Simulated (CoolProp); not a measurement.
Properties of propane along the isotherm 377.5 K.

Computed with CoolProp (reference Helmholtz-energy equation of state, Lemmon 2009).

```csv
p (MPa),phase,density (kg/m³),cp (kJ/(kg K)),Joule-Thomson coefficient (K/MPa),conductivity (mW/(m K))
0.0336,gas,0.4732,2.025,8.420,27.9
0.0543,gas,0.7660,2.027,8.434,27.9
0.0877,gas,1.240,2.030,8.457,27.9
0.142,gas,2.017,2.035,8.495,28.0
0.229,gas,3.274,2.044,8.557,28.0
0.37,gas,5.349,2.058,8.660,28.2
0.598,gas,8.808,2.083,8.834,28.4
0.966,gas,14.69,2.129,9.140,28.8
1.56,gas,25.12,2.224,9.709,29.5
2.52,gas,45.48,2.474,10.89,31.2
4.07,gas,101.3,4.126,13.84,39.0
6.58,supercritical,344.6,4.281,2.228,67.9
10.6,supercritical,393.7,3.279,0.7252,75.5
```

The peak of cp marks the crossing from liquid-like to gas-like fluid above the critical point.

Thermal conductivity comes from a separate model (Marsh 2002).
